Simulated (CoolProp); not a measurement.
The fluid at 298.15 K and 1.57 MPa is throttled through a valve to 0.872 MPa with no heat exchange. The same conditions are run with several fluids, on thermodynamics alone (safety and materials aside).

Values from CoolProp's reference Helmholtz-energy equation of state of each fluid (sulfur hexafluoride: Guder 2009; ethane: Bücker 2006; oxygen: Schmidt 1985; methane: Setzmann 1991; CF4 (R14): Platzer 1990). The equations of Platzer and Polt are older, rougher fits.

Question: Rank sulfur hexafluoride, ethane, oxygen, methane, CF4 (R14) by temperature change (K), highest first.

Answer: oxygen (-1.8), methane (-3.0), CF4 (R14) (-3.9), sulfur hexafluoride (-8.5), ethane (-8.6)

```csv
fluid,final density (kg/m³)
sulfur hexafluoride,59.9
ethane,11.8
oxygen,11.4
methane,5.79
CF4 (R14),32.5
```
